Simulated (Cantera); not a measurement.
Feed: 1 mol borazine, 65 mol H2, held at 2373 K and 0.100 bar.

Equilibrium computed with Cantera from the NASA thermochemical tables; the gas is ideal and each condensed phase is pure. Candidate condensed phases: B, BN; 15 gas species. The feed counts by its element totals alone. The tables' values for BH2 are old estimates; treat these amounts as uncertain. Gases not in the tables: B2H6 and higher boranes. Kinetics and transport are ignored.

Base state: H2 0.933, H 0.0427, N2 0.0211, BH2 0.00257, B 0.000240, BH 5.28e-5, BH3 2.23e-5 (mole fractions); condensed: B(l).

**Question.** What changes in the equilibrium state with this change: pressure from 0.100 bar to 21.0 Pa?

**Answer.** 
| species | before | after |
|---|---|---|
| H | 0.0427 | 0.586 |
| H2 | 0.933 | 0.370 |
| B | 0.000240 | 0.0288 |
| N2 | 0.0211 | 0.0146 |
| BH3 | 2.23e-5 | 6.42e-8 |
| BH2 | 0.00257 | 0.000257 |
| BN | 5.29e-6 | 2.43e-5 |
| BH | 5.28e-5 | 0.000183 |
| B(l), mol | 2.80 | 0 |
